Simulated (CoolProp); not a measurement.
Saturation properties of R22 (Tc = 96.1 °C, pc = 49.90 bar, ω = 0.221).

Values from CoolProp's reference Helmholtz-energy equation of state, Kamei 1995.

| T (°C) | p (bar) | liquid density (kg/m³) | vapour density (kg/m³) | liquid cp (kJ/(kg K)) | surface tension (mN/m) |
|---|---|---|---|---|---|
| 14.15 | 7.700 | 1232 | 32.55 | 1.214 | 9.68 |
| 16.85 | 8.325 | 1222 | 35.18 | 1.223 | 9.29 |
| 19.65 | 9.011 | 1211 | 38.10 | 1.234 | 8.88 |
| 22.35 | 9.713 | 1201 | 41.10 | 1.245 | 8.49 |
| 25.05 | 10.45 | 1190 | 44.29 | 1.257 | 8.11 |
| 27.75 | 11.23 | 1180 | 47.70 | 1.270 | 7.72 |
| 30.45 | 12.06 | 1169 | 51.33 | 1.283 | 7.35 |
| 33.25 | 12.96 | 1157 | 55.34 | 1.298 | 6.96 |
| 35.95 | 13.88 | 1146 | 59.47 | 1.313 | 6.58 |
| 38.65 | 14.84 | 1134 | 63.88 | 1.330 | 6.22 |
| 41.35 | 15.85 | 1123 | 68.58 | 1.348 | 5.85 |
| 44.15 | 16.95 | 1110 | 73.80 | 1.369 | 5.48 |
| 46.85 | 18.06 | 1097 | 79.19 | 1.391 | 5.12 |
| 49.55 | 19.23 | 1084 | 84.95 | 1.415 | 4.77 |

It boils at -40.8 °C under 1 atm.

Surface tension comes from a separate correlation (Mulero 2012).
